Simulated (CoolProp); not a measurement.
Vapour pressure (bar) of c-C4F8 (RC318): the reference equation beside estimates from Tc = 388.4 K, pc = 27.78 bar, ω = 0.355. Clausius-Clapeyron is anchored at 286.2 K with a constant enthalpy of vaporisation of 21.88 kJ/mol.

Computed with CoolProp (reference Helmholtz-energy equation of state, Platzer 1990). This equation is an older, rougher fit; its heat capacities, sound speeds and derivatives of the liquid may be far off and weren't checked against measurements.

```json
[
 {"T (K)": "253.7", "reference": "0.5596", "Lee-Kesler": "0.5583", "Clausius-Clapeyron": "0.6448", "Peng-Robinson": "0.5649"},
 {"T (K)": "261.8", "reference": "0.8067", "Lee-Kesler": "0.8058", "Clausius-Clapeyron": "[?]", "Peng-Robinson": "[?]"},
 {"T (K)": "269.9", "reference": "1.133", "Lee-Kesler": "1.133", "Clausius-Clapeyron": "1.202", "Peng-Robinson": "1.132"},
 {"T (K)": "278", "reference": "[?]", "Lee-Kesler": "[?]", "Clausius-Clapeyron": "1.596", "Peng-Robinson": "1.548"},
 {"T (K)": "286.2", "reference": "2.094", "Lee-Kesler": "2.096", "Clausius-Clapeyron": "2.094", "Peng-Robinson": "2.081"},
 {"T (K)": "294.3", "reference": "[?]", "Lee-Kesler": "2.762", "Clausius-Clapeyron": "2.696", "Peng-Robinson": "2.739"},
 {"T (K)": "302.4", "reference": "3.572", "Lee-Kesler": "3.577", "Clausius-Clapeyron": "3.426", "Peng-Robinson": "3.546"},
 {"T (K)": "310.5", "reference": "4.556", "Lee-Kesler": "4.560", "Clausius-Clapeyron": "4.299", "Peng-Robinson": "4.524"},
 {"T (K)": "318.6", "reference": "5.730", "Lee-Kesler": "5.732", "Clausius-Clapeyron": "5.333", "Peng-Robinson": "[?]"},
 {"T (K)": "326.7", "reference": "7.117", "Lee-Kesler": "7.116", "Clausius-Clapeyron": "[?]", "Peng-Robinson": "7.087"},
 {"T (K)": "334.9", "reference": "8.763", "Lee-Kesler": "8.757", "Clausius-Clapeyron": "7.971", "Peng-Robinson": "8.742"},
 {"T (K)": "343", "reference": "10.65", "Lee-Kesler": "10.64", "Clausius-Clapeyron": "9.596", "Peng-Robinson": "10.65"},
 {"T (K)": "351.1", "reference": "12.83", "Lee-Kesler": "12.82", "Clausius-Clapeyron": "11.45", "Peng-Robinson": "12.86"},
 {"T (K)": "359.2", "reference": "15.34", "Lee-Kesler": "15.33", "Clausius-Clapeyron": "[?]", "Peng-Robinson": "15.39"},
 {"T (K)": "367.3", "reference": "18.20", "Lee-Kesler": "18.20", "Clausius-Clapeyron": "15.94", "Peng-Robinson": "18.29"}
]
```

Q: What belongs in the gaps?

A: 
- 261.8, Clausius-Clapeyron: 0.8887
- 261.8, Peng-Robinson: 0.8096
- 278, reference: 1.554
- 278, Lee-Kesler: 1.555
- 294.3, reference: 2.758
- 318.6, Peng-Robinson: 5.697
- 326.7, Clausius-Clapeyron: 6.544
- 359.2, Clausius-Clapeyron: 13.56

Absolute difference from the reference over all 15 rows, mean and median: Lee-Kesler 0.1 and 0.1 %, Clausius-Clapeyron 7.7 and 8.1 %, Peng-Robinson 0.5 and 0.4 %.
